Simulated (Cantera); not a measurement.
Cantera run, input and output.

```python
import numpy as np
import cantera as ct

gas = ct.Solution("gri30.yaml")


def delay(T, t_max=10):
    gas.TPX = T, 101325, {'CH4': 1, 'H2': 0.052, 'O2': 0.965, 'N2': 3.63, 'H2O': 0.3}
    reactor = ct.IdealGasConstPressureReactor(gas, clone=False)
    net = ct.ReactorNet([reactor])
    net.rtol, net.atol = 1e-8, 1e-16
    while net.time < t_max:
        t_old, T_old = net.time, reactor.T
        net.step()
        if reactor.T > T + 400:  # ignition: a rise of 400 K
            return t_old + (T + 400 - T_old) / (reactor.T - T_old) * (net.time - t_old)
    return np.nan


taus = []
for T in [1173, 1273, 1373, 1473, 1573, 1673, 1773, 1873]:
    taus.append(delay(T))
    print(f"T0 = {T:6g} K   tau = {taus[-1]:.4e} s")
```

Result:

```
T0 =   1173 K   tau = 6.1228e-02 s
T0 =   1273 K   tau = 1.8436e-02 s
T0 =   1373 K   tau = 5.7450e-03 s
T0 =   1473 K   tau = 1.9149e-03 s
T0 =   1573 K   tau = 7.0781e-04 s
T0 =   1673 K   tau = 2.9724e-04 s
T0 =   1773 K   tau = 1.4187e-04 s
T0 =   1873 K   tau = 7.5674e-05 s
```

Computed with Cantera and GRI-Mech 3.0 (53 species, 325 reactions).
